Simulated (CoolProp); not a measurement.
The numbers come from the reference Helmholtz-energy equation of state, Aleksandrov 2011 in CoolProp. It is a short technical equation, of lower accuracy than the large ones.

Question: Give the vapour pressure (MPa), enthalpy of vaporisation (kJ/kg), liquid cp (kJ/(kg K)) of saturated n-undecane at 300.35 °C.

Answer: 
```
T (°C)  p (MPa)  enthalpy of vaporisation (kJ/kg)  liquid cp (kJ/(kg K))
------  -------  --------------------------------  ---------------------
300.35    0.772                               181                   3.42
```
